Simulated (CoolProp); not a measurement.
Vapour-liquid equilibrium of carbon dioxide (1) + R227EA (2) at 639 kPa; x and y are mole fractions of (1).

Computed with CoolProp (multi-fluid Helmholtz-energy mixture model, Span 1996 and Lemmon 2016; pair parameters Bell 2016).

```tsv
x	bubble temperature, mixture model (K)	bubble temperature, Raoult's law (K)	y, mixture model	y, Raoult's law
0.05	?	292.2	?	0.439
0.15	?	270.6	0.666	0.764
0.25	261.7	257.4	0.827	0.878
0.35	251.3	248.4	0.901	0.929
0.45	243.7	241.7	0.940	0.957
0.55	237.9	236.4	?	0.973
0.65	233.3	232.1	?	0.983
0.75	?	228.5	0.986	0.990
0.85	225.9	225.4	0.993	0.995
0.95	222.9	222.8	0.998	0.999
```

Question: Complete the blanks.

Answer: 
- 0.05, bubble temperature, mixture model (K): 297.5
- 0.05, y, mixture model: 0.298
- 0.15, bubble temperature, mixture model (K): 276.6
- 0.55, y, mixture model: 0.962
- 0.65, y, mixture model: 0.976
- 0.75, bubble temperature, mixture model (K): 229.3

The largest gap from Raoult's law is +6.0 K in bubble temperature, at x = 0.15. No azeotrope shows between x = 0.05 and 0.95.

The pair parameters rest on a limited set of measurements; away from them the model extrapolates.
